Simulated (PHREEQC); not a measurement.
Solution A (15 mmol/kgw NiCl2, 3.8 mmol/kgw Na2SO4 and 0.097 mmol/kgw HCl) is mixed with solution B (2.9 mmol/kgw Pb(NO3)2) at 26 °C; shares are by mass of water, 1 kg in all. O2 is buffered at 0.21 atm. No CO2 enters from the air. Solids allowed: Litharge, Anglesite, Cotunnite, Laurionite, Larnakite, Ni(OH)2, Ni4(OH)6SO4, Halite, Mirabilite, Morenosite. Others were left out.

The numbers come from PHREEQC with the ion-association model, wateq4f.dat.

```csv
share of solution B,pH,Anglesite (mol),Pb+2 (mol/kgw),Ni+2 (mol/kgw),SO4-2 (mol/kgw),NiSO4 (mol/kgw),PbCl+ (mol/kgw)
0,4.13,0,0,0.0132,0.00244,0.00131,0
0.05,4.15,8.39e-5,3.37e-5,0.0126,0.00227,0.00120,1.76e-5
0.1,4.17,0.000226,3.59e-5,0.0120,0.00207,0.00107,1.80e-5
0.15,4.19,0.000368,3.86e-5,0.0114,0.00187,0.000947,1.86e-5
0.2,4.21,0.000509,4.20e-5,0.0108,0.00167,0.000826,1.94e-5
0.3,4.26,0.000786,5.23e-5,0.00965,0.00125,0.000591,2.18e-5
0.35,4.28,0.000920,6.04e-5,0.00904,0.00104,0.000479,2.39e-5
0.4,4.31,0.00105,7.26e-5,0.00843,0.000837,0.000372,2.71e-5
0.45,4.34,0.00117,9.23e-5,0.00780,0.000632,0.000271,3.22e-5
0.5,4.38,0.00127,0.000128,0.00717,0.000437,0.000180,4.15e-5
0.55,4.42,0.00132,0.000198,0.00652,0.000270,0.000106,5.92e-5
0.6,4.47,0.00130,0.000332,0.00584,0.000154,5.65e-5,8.98e-5
0.65,4.52,0.00120,0.000532,0.00514,9.24e-5,3.10e-5,0.000128
0.7,4.58,0.00105,0.000777,0.00442,6.07e-5,1.83e-5,0.000163
0.8,4.74,0.000711,0.00135,0.00297,3.21e-5,7.09e-6,0.000195
0.85,4.83,0.000532,0.00166,0.00223,2.48e-5,4.32e-6,0.000183
0.9,4.95,0.000349,0.00200,0.00149,1.96e-5,2.40e-6,0.000150
0.95,5.08,0.000164,0.00236,0.000747,1.57e-5,1.02e-6,9.00e-5
1,5.20,0,0.00274,0,0,0,0
```

Anglesite from share of solution B = 0.05 (pH 4.15), last present at share of solution B = 0.95.

Species that the database lacks are ignored.
